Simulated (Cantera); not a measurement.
A closed system holds: 1 mol AlN, 0.057 mol N2, equilibrated at 0.0133 bar.

Method: chemical equilibrium by Gibbs-energy minimisation in Cantera with the NASA 1993 tables (ideal gas, pure condensed phases). Candidate condensed phases: Al, AlN; 5 gas species. Kinetics and transport are ignored.

Q: Which condensed phases are stable at each of these points (T (K)): 1823, 1973, 2123, 2273, 2423, 2573, 2723?

A: 
| T (K) | condensed phases | Al condensed (%) |
|---|---|---|
| 1823 | AlN(s) | 100.0 |
| 1973 | AlN(s) | 100.0 |
| 2123 | AlN(s) | 99.1 |
| 2273 | gas only | 0.0 |
| 2423 | gas only | 0.0 |
| 2573 | gas only | 0.0 |
| 2723 | gas only | 0.0 |

From 1823 K to 2123 K the condensed part is AlN(s). From 2273 K to 2723 K nothing is condensed.
